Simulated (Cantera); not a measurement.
Charge: 1 mol CH₃Cl, 0.089 mol F₂, 0.14 mol H₂, equilibrated at 128 Torr.

Cantera equilibrium calculation (NASA polynomials, part measured and part estimated; ideal gas, pure solids and liquids). Candidate condensed phases: C, C₆H₆, C₇H₈, C₈H₁₈; 118 gas species. Equilibrium is a limit: real reactors are often held back by kinetics, nucleation or transport.

x: gas mole fraction; n: condensed amount in mol.

| T (K) | x H₂ | x HCl | x H | x Cl | x HF | x C₂H₂ (acetylene) | n C(graphite) |
|---|---|---|---|---|---|---|---|
| 2325 | 0.459 | 0.430 | 0.0181 | 0.0122 | 0.0786 | 0.00224 | 0.990 |
| 2400 | 0.454 | 0.422 | 0.0260 | 0.0172 | 0.0781 | 0.00316 | 0.985 |
| 2475 | 0.447 | 0.411 | 0.0365 | 0.0238 | 0.0774 | 0.00434 | 0.979 |
| 2550 | 0.437 | 0.398 | … | … | 0.0766 | … | 0.972 |
| 2625 | 0.425 | 0.382 | 0.0672 | 0.0422 | 0.0754 | 0.00760 | 0.962 |
| 2700 | 0.411 | 0.362 | 0.0883 | 0.0542 | 0.0741 | 0.00969 | 0.950 |
| 2775 | 0.393 | 0.339 | … | … | 0.0725 | … | 0.935 |
| 2850 | 0.372 | 0.314 | 0.144 | 0.0834 | 0.0706 | 0.0146 | 0.916 |
| 2925 | 0.348 | 0.285 | 0.178 | 0.100 | 0.0684 | 0.0173 | 0.890 |

**Question.** Some entries are withheld; supply them.

**Answer.** 
- 2550, x H: 0.0500
- 2550, x Cl: 0.0320
- 2550, x C₂H₂ (acetylene): 0.00582
- 2775, x H: 0.114
- 2775, x Cl: 0.0680
- 2775, x C₂H₂ (acetylene): 0.0121
